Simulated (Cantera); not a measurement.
A Cantera script and what it prints.

```python
import numpy as np
import cantera as ct

gas_names = """
    H HO2 H2 H2O H2O2 O OH O2 O3 Si SiH SiH2 SiH3 SiH4 SiO SiO2 Si2 Si3
""".split()
cond_names = """
    H2O(s) H2O(L) Si(cr) Si(L) SiO2(Lqz) SiO2(hqz) SiO2(L)
""".split()


# ... load() reads the species with a 1 bar reference pressure and builds the phases ...
atoms = {
    'Si': {'Si': 1},
    'H2O': {'H': 2, 'O': 1},
}
top_T = {}  # K; cautious upper limits of use, not melting points


# ... equilibrate(T, P, feed) seeds the gas with the atoms and calls Mixture.equilibrate('TP', solver="vcs", rtol=1e-11, max_steps=5000) ...
results = []
feed = {'Si': 1, 'H2O': 2.6}  # mol
P = 34000  # Pa
for T in [798, 898, 998, 1098, 1198, 1298, 1398]:
    mix = equilibrate(T, P, feed)
    results.append((T, P, feed, dict(zip(mix.species_names, mix.species_moles))))

top = {s: max(r[3][s] / sum(r[3][g] for g in gas_names) for r in results) for s in gas_names}
cols = sorted((s for s in top if top[s] > 0.001), key=lambda s: -top[s])[:6]
seen = [c for c in cond_names if any(r[3].get(c, 0) > 1e-12 for r in results)]
print("log10 of partial pressures in bar; condensed amounts in mol")
print(f"{'T/K':>10s}" + "".join(f"{s[:9]:>10s}" for s in cols + seen))
for T, P, feed, n in results:
    ng = sum(n[g] for g in gas_names)
    print(f"{T:10.4g}" + "".join(f"{np.log10(max(n[s] / ng * P / 1e5, 1e-99)):10.3f}" for s in cols)
          + "".join(f"{n.get(c, 0):10.4g}" for c in seen))
```

Output:

```
log10 of partial pressures in bar; condensed amounts in mol
       T/K        H2       H2O SiO2(Lqz) SiO2(hqz)
       798    -0.582    -1.105         1         0
       898    -0.582    -1.105         0         1
       998    -0.582    -1.105         0         1
      1098    -0.582    -1.105         0         1
      1198    -0.582    -1.105         0         1
      1298    -0.582    -1.105         0         1
      1398    -0.582    -1.105         0         1
```

Cantera equilibrium calculation (NASA polynomials, part measured and part estimated; ideal gas, pure solids and liquids). The tables hold silica as quartz up to 1696 K and as liquid above; real silica turns to tridymite and cristobalite and melts near 1996 K. Gases not in the tables: Si(OH)4.
